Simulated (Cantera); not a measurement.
## SiHCl3 + N2 + HF (silicon nitride deposition)

Feed: 1 mol SiHCl3, 0.65 mol N2, 0.00014 mol HF, at 2.78 Torr.

Method: chemical equilibrium by Gibbs-energy minimisation in Cantera with the NASA 1993 tables (ideal gas, pure condensed phases). Candidate condensed phases: NH4Cl, Si, Si3N4; 49 gas species. N2 is the only nitrogen source here; it is nearly inert below about 1500 K, so the nitride shown seldom forms there in practice. The tables' values for SiCl3 are old estimates; treat these amounts as uncertain. Rates play no part.

```
T (K)  x HCl  x SiCl4   x N2    x H2  x SiCl3   x SiCl2  x SiHCl3  n Si3N4(s)
-----  -----  -------  -----  ------  -------  --------  --------  ----------
1050   0.384    0.321  0.206  0.0866  0.00134  0.000102  0.000750       0.140
1075   0.388    0.319  0.206  0.0846  0.00208  0.000216  0.000866       0.141
1100   0.391    0.317  0.205  0.0828  0.00316  0.000440  0.000991       0.141
1125   0.393    0.314  0.205  0.0811  0.00470  0.000866   0.00113       0.141
1150   0.395    0.311  0.204  0.0794  0.00686   0.00165   0.00127       0.141
1175   0.397    0.306  0.205  0.0778  0.00980   0.00306   0.00142       0.140
1200   0.398    0.300  0.205  0.0762   0.0137   0.00550   0.00156       0.139
```
x: gas mole fraction; n: condensed amount in mol.

From 1050 K to 1200 K the condensed part is Si3N4(s). The main Si-bearing gas is SiCl4 throughout.
